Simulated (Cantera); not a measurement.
Feed: 1 mol borazine, 0.13 mol H2O, 0.13 mol O2, held at 1825 K.

These are equilibrium values from Cantera (NASA tables, ideal gas, pure condensed phases), not measurements of a reactor. Candidate condensed phases: B, BN, B2O3, B3O3H3, H2O; 39 gas species. The feed counts by its element totals alone. Mutual solubility and eutectic melting of coexisting phases are not modelled. Rates play no part.

Question: Which condensed phases are stable at each of these points (P (Pa)): 10, 63, 400, 2500, 16000, 100000?

Answer: 
| P (Pa) | condensed phases | B condensed (%) |
|---|---|---|
| 10 | B(s) + BN(s) | 86.9 |
| 63 | BN(s) | 87.0 |
| 400 | BN(s) | 87.4 |
| 2500 | BN(s) | 88.5 |
| 16000 | BN(s) | 90.1 |
| 100000 | BN(s) + B2O3(l) | 95.9 |

At 0.000100 bar the condensed part is B(s) + BN(s). From 0.000630 bar to 0.160 bar the condensed part is BN(s). At 1.00 bar the condensed part is BN(s) + B2O3(l).
